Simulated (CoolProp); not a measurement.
Dodecamethylpentasiloxane (MD3M) at 387.86 K and 7.03 MPa is throttled through a valve to 0.387 MPa with no heat exchange. Each further row changes one setting.

Model: reference Helmholtz-energy equation of state, Thol 2019, in CoolProp.

```
case                       temperature change (K)  final density (kg/m³)
-------------------------  ----------------------  ---------------------
as stated                                    +2.4                    781
outlet pressure 0.116 MPa                    +2.4                    780
outlet pressure 0.503 MPa                    +2.3                    781
```
